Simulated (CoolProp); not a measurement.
The fluid at 298.15 K and 0.0412 MPa (gas) is heated at constant pressure to 470.7 K. The same conditions are run with several fluids, on thermodynamics alone (safety and materials aside).

Model: reference Helmholtz-energy equation of state of each fluid (R114: Platzer 1990; trans-2-butene: Lemmon 2005; R410A: Lemmon 2003; ethane: Bücker 2006), in CoolProp. The equations of Platzer and Polt are older, rougher fits. Blends and air are pseudo-pure fits.

Rank R114, trans-2-butene, R410A, ethane by heat (kJ/kg), highest first.

ethane (364), trans-2-butene (325), R410A (162), R114 (134)

| fluid | final density (kg/m³) |
|---|---|
| R114 | 1.80 |
| trans-2-butene | 0.592 |
| R410A | 0.765 |
| ethane | 0.317 |
